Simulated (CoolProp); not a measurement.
A single-stage vapour-compression cycle with R113: evaporating at 323.15 K (dew point), condensing at 354.15 K (bubble point), superheat 0 K, subcooling 5 K, compressor efficiency 0.8, no pressure losses. Each further row changes one setting.

Computed with CoolProp (reference Helmholtz-energy equation of state, Marx 1992).

```csv
case,cooling COP,pressure ratio,discharge temperature (K),refrigerating effect (kJ/kg),volumetric capacity (kJ/m³)
as stated,7.59,2.48,354.1,119,949
evaporating temperature 328.15 K,9.38,2.11,354.1,122,1130
condensing temperature 349.15 K,9.26,2.17,349.2,123,987
subcooling 10 K,7.90,2.48,354.1,123,987
superheat 10 K,7.69,2.48,359.8,126,970
compressor efficiency 0.7,6.64,2.48,354.1,119,949
```

The compression ends wet for: as stated; evaporating temperature 328.15 K; condensing temperature 349.15 K; subcooling 10 K; compressor efficiency 0.7.
